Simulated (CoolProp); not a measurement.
Vapour-liquid equilibrium of nitrogen (1) + oxygen (2) at 0.27 MPa; x and y are mole fractions of (1).

Values from CoolProp's multi-fluid Helmholtz-energy mixture model, Span 2000 and Schmidt 1985; pair parameters Gernert 2013.

Problem. Give the bubble temperature and the first vapour's composition at x = 0.35, 0.5, 0.8. Is there an azeotrope?

Solution. x = 0.35: 93.6 K, y = 0.631; x = 0.5: 91.6 K, y = 0.758; x = 0.8: 88.5 K, y = 0.925. No azeotrope shows between x = 0.05 and 0.95.

The pair parameters rest on a limited set of measurements; away from them the model extrapolates.
